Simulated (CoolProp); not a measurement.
Vapour-liquid equilibrium of R134a (1) + methanol (2) at 243.4 K; x and y are mole fractions of (1).

Model: multi-fluid Helmholtz-energy mixture model, Tillner-Roth 1994 and de Reuck 1993; pair parameters Bell 2016, in CoolProp.

```
x     bubble pressure, mixture model (bar)  bubble pressure, Raoult's law (bar)  y, mixture model  y, Raoult's law
----  ------------------------------------  -----------------------------------  ----------------  ---------------
0.05                                0.1997                              0.04726             0.977            0.903
0.2                                 0.4630                               0.1746             0.990            0.978
0.35                                     …                               0.3020                 …            0.990
0.5                                      …                               0.4293             0.993            0.994
0.65                                     …                               0.5567             0.994            0.997
0.8                                 0.7123                               0.6840             0.996            0.999
0.95                                0.8126                               0.8114             0.999            1.000
```

Complete the blanks.


- 0.35, bubble pressure, mixture model (bar): 0.5452
- 0.35, y, mixture model: 0.992
- 0.5, bubble pressure, mixture model (bar): 0.5901
- 0.65, bubble pressure, mixture model (bar): 0.6408

The largest gap from Raoult's law is +322.6 % in bubble pressure, at x = 0.05. No azeotrope shows between x = 0.05 and 0.95.

Pair parameters are fitted to limited data, so mixtures are less certain than the pure fluids. With so large a gap from Raoult's law the liquid may split in two, which this calculation doesn't test in full.
